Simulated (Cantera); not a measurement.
An isothermal, constant-pressure homogeneous reactor starts with 38.1 % H₂, 34.6 % O₂, 27.3 % N₂, equivalence ratio 0.55, at 1175 K and 100000 Pa.

Detailed kinetics in Cantera: the H2/O2 subset of GRI-Mech 3.0, which has no nitrogen chemistry. The temperature is held fixed by assumption; the heat of reaction is taken as removed at once.

x: mole fraction; the columns are a selection and need not sum to one.

```
t (s)         x H₂   x O₂     x HO₂       x H     x OH  x H₂O
--------  --------  -----  --------  --------  -------  -----
0.000600   0.00645  0.195  0.000132         ?  3.63e-5  0.462
0.00160    0.00342  0.194   8.50e-5         ?  2.51e-5  0.466
0.00429    0.00121  0.193   3.82e-5         ?  1.41e-5  0.469
0.0115    0.000305  0.192   1.18e-5         ?  6.76e-6  0.470
0.0307     4.89e-5  0.192   2.26e-6         ?  3.75e-6  0.470
0.0820     1.66e-6  0.192   1.08e-7  1.66e-10  3.27e-6  0.470
0.219      8.40e-9  0.192   2.13e-8  1.04e-11  4.13e-6  0.470
0.587      8.07e-9  0.192   2.05e-8  1.11e-11  4.49e-6  0.470
1.57       8.06e-9  0.192   2.05e-8  1.11e-11  4.50e-6  0.470
4.20       8.06e-9  0.192   2.05e-8  1.11e-11  4.50e-6  0.470
11.2       8.06e-9  0.192   2.05e-8  1.11e-11  4.50e-6  0.470
30.0       8.06e-9  0.192   2.05e-8  1.11e-11  4.50e-6  0.470
```

Complete the blanks.


- 0.000600, x H: 5.44e-6
- 0.00160, x H: 2.05e-6
- 0.00429, x H: 4.20e-7
- 0.0115, x H: 5.33e-8
- 0.0307, x H: 5.14e-9
